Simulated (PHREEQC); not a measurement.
Dissolve 0.00032 mol/kgw HF, 0.0053 mol/kgw KF, 0.0054 mol/kgw (NH4)2SiF6 and 0.04 mol/kgw HCl at 20 °C. Closed to the air; pH follows from the charge balance.

Model: ion-association model, phreeqc.dat, run in PHREEQC.

Precipitation was switched off in this run.

Predict the pH.

pH 1.53.

In which forms is Si present?

SiF6-2 98 %, H4SiO4 2.0 % of the Si.

The solution is supersaturated, for example in Quartz (slow to form), so a real one may precipitate; this is no full list. Species that the database lacks are ignored. SiF6-2 is the database's only silicon fluoride.
